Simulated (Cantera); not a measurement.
Input (Python, Cantera) and output of one run.

```python
import numpy as np
import cantera as ct

gas_names = """
    CL CL2 N N2 Si SiCL SiCL2 SiCL3 SiCL4 SiN Si2 Si2N Si3
""".split()
cond_names = """
    Si(cr) Si(L) Si3N4(a)
""".split()


# ... load() reads the species with a 1 bar reference pressure and builds the phases ...
atoms = {
    'SiCl4': {'Si': 1, 'CL': 4},
    'N2': {'N': 2},
}
top_T = {'Si3N4(a)': 2400}  # K; cautious upper limits of use, not melting points


# ... equilibrate(T, P, feed) seeds the gas with the atoms and calls Mixture.equilibrate('TP', solver="vcs", rtol=1e-11, max_steps=5000) ...
results = []
feed = {'SiCl4': 1, 'N2': 17}  # mol
P = 100000  # Pa
for T in [775, 925, 1075, 1225, 1375, 1525, 1675, 1825]:
    mix = equilibrate(T, P, feed)
    results.append((T, P, feed, dict(zip(mix.species_names, mix.species_moles))))

top = {s: max(r[3][s] / sum(r[3][g] for g in gas_names) for r in results) for s in gas_names}
cols = sorted((s for s in top if top[s] > 1e-06), key=lambda s: -top[s])[:8]
seen = [c for c in cond_names if any(r[3].get(c, 0) > 1e-12 for r in results)]
print("log10 of partial pressures in bar; condensed amounts in mol")
print(f"{'T/K':>10s}" + "".join(f"{s[:9]:>10s}" for s in cols + seen))
for T, P, feed, n in results:
    ng = sum(n[g] for g in gas_names)
    print(f"{T:10.4g}" + "".join(f"{np.log10(max(n[s] / ng * P / 1e5, 1e-99)):10.3f}" for s in cols)
          + "".join(f"{n.get(c, 0):10.4g}" for c in seen))
```

Result:

```
log10 of partial pressures in bar; condensed amounts in mol
       T/K        N2     SiCL4        CL     SiCL3     SiCL2       CL2
       775    -0.025    -1.255   -10.261    -9.549   -15.691    -9.944
       925    -0.025    -1.255    -7.964    -7.545   -12.235    -8.054
      1075    -0.025    -1.255    -6.328    -6.080    -9.706    -6.742
      1225    -0.025    -1.255    -5.110    -4.960    -7.767    -5.791
      1375    -0.025    -1.256    -4.167    -4.077    -6.235    -5.072
      1525    -0.025    -1.259    -3.414    -3.368    -5.004    -4.504
      1675    -0.026    -1.269    -2.793    -2.797    -4.007    -4.037
      1825    -0.027    -1.300    -2.273    -2.344    -3.201    -3.646
```

Equilibrium computed with Cantera from the NASA thermochemical tables; the gas is ideal and each condensed phase is pure. The tables' values for SiCl3 are old estimates; treat these amounts as uncertain.
